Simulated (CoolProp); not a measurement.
Computed with CoolProp (reference Helmholtz-energy equation of state, Lemmon 2003). It is a pseudo-pure fit of the blend.

**Question.** For R407C, give the phase and the speed of sound (m/s), viscosity (µPa s), Prandtl number at 326.6 K and 125 kPa.

**Answer.** 
- 326.6 K and 125 kPa: gas; speed of sound 186, viscosity 13.5, Prandtl number 0.769

Viscosity comes from a separate model (Geller 2000). Thermal conductivity comes from a separate model (Geller 2001).
